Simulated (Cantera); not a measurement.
Charge: 1 mol Ti(OiPr)₄, 0.11 mol CH₄, 56 mol H₂, equilibrated at 5800 Pa.

Cantera equilibrium calculation (NASA polynomials, part measured and part estimated; ideal gas, pure solids and liquids). Candidate condensed phases: C, C₆H₆, C₇H₈, C₈H₁₈, H₂O, Ti, TiC, TiO, TiO₂, Ti₂O₃, Ti₃O₅, Ti₄O₇; 113 gas species. The feed counts by its element totals alone. Condensed phases not in the tables: Magnéli phases beyond Ti₄O₇. Kinetics and transport are ignored.

Question: At 1148 K, list the 4 most abundant gas species with their mole fractions, and the condensed phases.

Answer: H₂ 0.968, CO 0.0310, CH₄ 0.00129, H₂O 8.36e-5. Condensed: C(graphite) + Ti₄O₇(s).
